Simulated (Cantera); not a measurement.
A perfectly stirred reactor is fed with C₃H₈ : O₂ : N₂ = 1 : 8.06 : 30.3 (molar parts), at 3.10 bar; it is adiabatic with a 475 K inlet, and is followed from long to short residence time, starting on the burning branch (τ in s: 0.4, 0.14, 0.049, 0.017, 0.006, 0.0021, 0.00074, 0.00026, 9.2e-05, 3.2e-05, 1.1e-05).

Detailed kinetics in Cantera: GRI-Mech 3.0 (53 species, 325 reactions). GRI-Mech 3.0 was tuned for natural gas; its chemistry of propane as a main component is partial and can be far from experiment.

Question: What does this change do: 0.58 parts H2 added?

Answer: 
| quantity | before | after |
|---|---|---|
| blow-out, bracketed by the residence times tried | burning at 92.0 µs, out at 32.0 µs | burning at 92.0 µs, out at 32.0 µs |
| x(C₃H₈) at τ = 0.400 s | 1.05e-7 | 6.48e-8 |
| x(O₂) at τ = 0.400 s | 0.0756 | 0.0678 |
| x(CO) at τ = 0.400 s | 0.000115 | 0.000177 |
| x(CH₄) at τ = 0.400 s | 9.76e-8 | 6.67e-8 |
| x(CH₂O) at τ = 0.400 s | 1.01e-7 | 6.94e-8 |
| x(C₃H₈) at τ = 2.10 ms | 7.02e-6 | 5.19e-6 |
| x(O₂) at τ = 2.10 ms | 0.0764 | 0.0687 |
| x(CO) at τ = 2.10 ms | 0.00259 | 0.00264 |
| x(CH₄) at τ = 2.10 ms | 1.41e-6 | 1.26e-6 |
| x(CH₂O) at τ = 2.10 ms | 6.26e-6 | 5.06e-6 |
